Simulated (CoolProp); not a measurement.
Ethane along the isobar 2.14 bar: density (kg/m³) from the reference equation and from simpler models built on Tc = 305.3 K, pc = 48.72 bar, ω = 0.099; each cubic takes its own stable root.

Computed with CoolProp (reference Helmholtz-energy equation of state, Bücker 2006).

| T (K) | phase | reference | van der Waals | Redlich-Kwong | Peng-Robinson |
|---|---|---|---|---|---|
| 167.1 | liquid | 565.3 | 4.900 | 544.8 | 614.8 |
| 181.6 | liquid | 547.6 | 4.463 | 526.0 | 595.9 |
| 196.1 | liquid | 529.1 | 4.101 | 505.3 | 574.8 |
| 210.5 | gas | 3.863 | 3.798 | 3.844 | 3.857 |
| 225 | gas | 3.579 | 3.536 | 3.569 | 3.580 |
| 239.5 | gas | 3.338 | 3.310 | 3.332 | 3.342 |
| 253.9 | gas | 3.131 | 3.112 | 3.129 | 3.137 |
| 268.4 | gas | 2.950 | 2.936 | 2.948 | 2.955 |
| 282.9 | gas | 2.789 | 2.780 | 2.788 | 2.794 |
| 297.4 | gas | 2.645 | 2.639 | 2.645 | 2.650 |
| 311.8 | gas | 2.517 | 2.514 | 2.518 | 2.522 |
| 326.3 | gas | 2.401 | 2.399 | 2.402 | 2.405 |
| 340.8 | gas | 2.295 | 2.294 | 2.296 | 2.299 |
| 355.2 | gas | 2.199 | 2.199 | 2.200 | 2.202 |

At some of these states van der Waals gives the other phase, because its saturation line lies elsewhere.
